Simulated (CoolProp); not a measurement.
Vapour-liquid equilibrium of carbon dioxide (1) + propane (2) at 607 kPa; x and y are mole fractions of (1).

Computed with CoolProp (multi-fluid Helmholtz-energy mixture model, Span 1996 and Lemmon 2009; pair parameters Kunz 2012).

**Question.** Give the bubble temperature and the first vapour's composition at x = 0.65, 0.75, 0.85. Is there an azeotrope?

**Answer.** x = 0.65: 223.6 K, y = 0.921; x = 0.75: 222.8 K, y = 0.930; x = 0.85: 221.9 K, y = 0.945. No azeotrope shows between x = 0.05 and 0.95.

The pair parameters rest on a limited set of measurements; away from them the model extrapolates. With so large a gap from Raoult's law the liquid may split in two, which this calculation doesn't test in full.
